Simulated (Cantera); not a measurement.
Mixture: 5.27 % CO, 0.179 % H₂, 3.16 % CH₄, 19.2 % O₂, 72.2 % N₂, at 690000 Pa, adiabatic and at constant pressure. Ignition delay is the time to a rise of 400 K.

Cantera simulation using GRI-Mech 3.0 (53 species, 325 reactions); the numbers are that mechanism's predictions, not measurements.

**Question.** Predict: delay at 1250 K; delay at 1325 K; delay at 1400 K; delay at 1475 K; delay at 1550 K; delay at 1625 K; apparent activation energy between 1475 and 1625 K.

**Answer.** delay at 1250 K: 1.58 ms
delay at 1325 K: 0.677 ms
delay at 1400 K: 0.314 ms
delay at 1475 K: 0.158 ms
delay at 1550 K: 85.3 µs
delay at 1625 K: 49.4 µs
apparent activation energy between 1475 and 1625 K: 150 kJ/mol
